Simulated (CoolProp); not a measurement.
Vapour-liquid equilibrium of R13 (1) + R113 (2) at 243.3 K; x and y are mole fractions of (1).

The numbers come from the multi-fluid Helmholtz-energy mixture model, Platzer 1990 and Marx 1992; pair parameters Bell 2016 in CoolProp. This equation is an older, rougher fit; its heat capacities, sound speeds and derivatives of the liquid may be far off and weren't checked against measurements.

Question: Give the bubble pressure and the first vapour's composition at x = 0.2, 0.35, 0.8. Is there an azeotrope?

Answer: x = 0.2: 0.2287 MPa, y = 0.988; x = 0.35: 0.3612 MPa, y = 0.993; x = 0.8: 0.6775 MPa, y = 0.998. No azeotrope shows between x = 0.05 and 0.95.

The pair parameters rest on a limited set of measurements; away from them the model extrapolates. The gap from Raoult's law changes sign with composition, which may be real or a fault of the pair parameters; it wasn't checked against measurements.
